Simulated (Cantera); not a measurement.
A perfectly stirred reactor is fed with 5.45 % CH4, 19.8 % O2, 74.7 % N2, at 0.444 atm; it is adiabatic with a 498 K inlet, and is followed from long to short residence time, starting on the burning branch (τ in s: 0.056, 0.021, 0.0078, 0.0029, 0.0011, 0.00041, 0.00015, 5.7e-05, 2.1e-05).

Cantera simulation using GRI-Mech 3.0 (53 species, 325 reactions); the numbers are that mechanism's predictions, not measurements.

x: mole fraction; the columns are a selection and need not sum to one.

```
τ (s)    T (K)     x CH4    x O2    x HO2  x CH2CO     x CH3     x OH    x CH2
-------  -----  --------  ------  -------  -------  --------  -------  -------
0.056     1711   2.13e-5  0.0892  2.64e-6  1.28e-9   3.73e-6        ?  9.51e-8
0.021     1697   3.96e-5  0.0893  4.54e-6  2.84e-9   6.25e-6        ?  1.96e-7
0.0078    1673   7.60e-5  0.0897  7.62e-6  6.42e-9   1.06e-5        ?  3.83e-7
0.0029    1634  0.000155  0.0907  1.23e-5  1.61e-8   1.89e-5  0.00375  7.07e-7
0.0011    1575  0.000359  0.0931  1.98e-5  5.09e-8   3.70e-5  0.00397  1.28e-6
0.00041   1472   0.00127   0.101  4.05e-5  3.74e-7  0.000104        ?  2.94e-6
0.00015    498    0.0545   0.198   <1e-12   <1e-12    <1e-12   <1e-12   <1e-12
5.7e-5     498    0.0545   0.198   <1e-12   <1e-12    <1e-12   <1e-12   <1e-12
2.1e-5     498    0.0545   0.198   <1e-12   <1e-12    <1e-12   <1e-12   <1e-12
```

Question: Complete the blanks.

Answer: 
- 0.056, x OH: 0.00191
- 0.021, x OH: 0.00250
- 0.0078, x OH: 0.00317
- 0.00041, x OH: 0.00324
